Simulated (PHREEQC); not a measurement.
1 kg of water holding 0.12 mol/kgw Na2SO4 meets 20 L of dry gas (CO2 1 by moles) at fixed total pressure, at 5 atm; fugacities by Peng-Robinson. The gases take part in no redox reaction, some water evaporates into the gas, and hydrates or a liquid gas phase aren't modelled. No solid was allowed to form.

Model: Pitzer model, pitzer.dat, run in PHREEQC.

| T (°C) | dissolved CO2 (all carbonate carbon) (mol/kgw) | φ of CO2 | pH |
|---|---|---|---|
| 10 | 0.243 | 0.968 | 3.74 |
| 20 | 0.179 | 0.971 | 3.80 |
| 30 | 0.137 | 0.974 | 3.87 |
| 40 | 0.108 | 0.976 | 3.95 |
| 50 | 0.0885 | 0.979 | 4.03 |
| 60 | 0.0739 | 0.981 | 4.12 |
| 70 | 0.0628 | 0.982 | 4.21 |
| 80 | 0.0539 | 0.984 | 4.31 |
| 90 | 0.0464 | 0.986 | 4.42 |

Complexes and solids missing from the database can't appear. Away from 25 °C the constants follow the database's enthalpies or fits; those with neither stay at their 25 °C values.
